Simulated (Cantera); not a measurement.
Cantera run:

```python
import numpy as np
import cantera as ct

gas_names = """
    N N2 Pb Pb2
""".split()
cond_names = """
    Pb(cr) Pb(L)
""".split()


def load(file, names, dense=False):
    # The tables refer to 1 bar. Condensed volumes are neglected.
    table = {s.name: s for s in ct.Species.list_from_file(file)}
    out = []
    for n in names:
        d = dict(table[n].input_data)
        d["thermo"] = dict(d["thermo"], **{"reference-pressure": 1e5})
        if dense:
            d["equation-of-state"] = {"model": "constant-volume", "density": "1e6 g/cm^3"}
        out.append(ct.Species.from_dict(d))
    return out


gas = ct.Solution(thermo="ideal-gas", species=load("nasa_gas.yaml", gas_names))
cond = {s.name: ct.Solution(thermo="fixed-stoichiometry", species=[s], name=s.name)
        for s in load("nasa_condensed.yaml", cond_names, dense=True)}
atoms = {
    'Pb': {'Pb': 1},
    'N2': {'N': 2},
}
top_T = {}  # K; cautious upper limits of use, not melting points


def equilibrate(T, P, feed):
    n = {}
    for name, mol in feed.items():
        for a, k in atoms[name].items():
            n[a] = n.get(a, 0.0) + k * mol
    gas.TPX = T, P, n
    mass = sum(n.values()) * gas.mean_molecular_weight
    gas.equilibrate("TP")
    valid = [c for c in cond.values() if c.min_temp <= T <= top_T.get(c.name, c.max_temp)]
    mix = ct.Mixture([(gas, mass / gas.mean_molecular_weight)] + [(c, 0.0) for c in valid])
    mix.T, mix.P = T, P
    mix.equilibrate("TP", solver="vcs", rtol=1e-11, max_steps=5000)
    return mix


results = []
feed = {'Pb': 1, 'N2': 4}  # mol
P = 100000  # Pa
for T in [550, 600, 650, 700, 750, 800, 850, 900, 950, 1000]:
    mix = equilibrate(T, P, feed)
    results.append((T, P, feed, dict(zip(mix.species_names, mix.species_moles))))

top = {s: max(r[3][s] / sum(r[3][g] for g in gas_names) for r in results) for s in gas_names}
cols = sorted((s for s in top if top[s] > 1e-06), key=lambda s: -top[s])[:6]
seen = [c for c in cond_names if any(r[3].get(c, 0) > 1e-12 for r in results)]
print("log10 of partial pressures in bar; condensed amounts in mol")
print(f"{'T/K':>10s}" + "".join(f"{s[:9]:>10s}" for s in cols + seen))
for T, P, feed, n in results:
    ng = sum(n[g] for g in gas_names)
    print(f"{T:10.4g}" + "".join(f"{np.log10(max(n[s] / ng * P / 1e5, 1e-99)):10.3f}" for s in cols)
          + "".join(f"{n.get(c, 0):10.4g}" for c in seen))
```

It prints:

```
log10 of partial pressures in bar; condensed amounts in mol
       T/K        N2        Pb    Pb(cr)     Pb(L)
       550    -0.000   -12.816         1         0
       600    -0.000   -11.287         1         0
       650    -0.000   -10.029         0         1
       700    -0.000    -8.953         0         1
       750    -0.000    -8.023         0         1
       800    -0.000    -7.212         0         1
       850    -0.000    -6.497         0         1
       900    -0.000    -5.864         0         1
       950    -0.000    -5.298         0         1
      1000    -0.000    -4.791         0    0.9999
```

Cantera equilibrium calculation (NASA polynomials, part measured and part estimated; ideal gas, pure solids and liquids).
